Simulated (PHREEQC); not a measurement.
Make-up at 25 °C: 26 mmol/kgw NH3, 0.49 mmol/kgw H4SiO4 and 16 mmol/kgw CO2. Closed to the air; pH follows from the charge balance.

The numbers come from PHREEQC with the ion-association model, phreeqc.dat.

Each row changes one thing in this solution. This is a speciation only: nothing precipitates in the calculation.

```tsv
case	pH	ionic strength (mol/kgw)	NH4+ (mol/kgw)	HCO3- (mol/kgw)	NH3 (mol/kgw)	CO2 (mol/kgw)
as made	9.02	0.0182	0.0171	0.0149	0.00886	2.79e-5
temperature from 25 to 35 °C	8.76	0.0175	0.0167	0.0152	0.00927	4.80e-5
temperature from 25 to 70 °C	7.92	0.0160	0.0158	0.0155	0.0101	0.000329
H4SiO4 left out	9.03	0.0182	0.0171	0.0149	0.00893	2.76e-5
diluted 5-fold with water	9.00	0.00356	0.00339	0.00302	0.00181	6.36e-6
0.019 mol/kgw NaHCO3 added	8.94	0.0391	0.0186	0.0321	0.00743	6.98e-5
temperature from 25 to 50 °C	8.38	0.0167	0.0163	0.0155	0.00969	0.000110
H4SiO4 replaced by K2SiO3 at the same molality	9.08	0.0185	0.0163	0.0147	0.00968	2.41e-5
NH3 replaced by NH4HF2 at the same molality	3.15	0.0273	0.0260	1.18e-5	1.76e-8	0.0160
```

Some of these states are supersaturated (in Quartz (slow to form), Chalcedony (slow to form), for instance). Carbamate, which ammonia and carbonate form, is missing from the database. Away from 25 °C the constants follow the database's enthalpies or fits; those with neither stay at their 25 °C values.
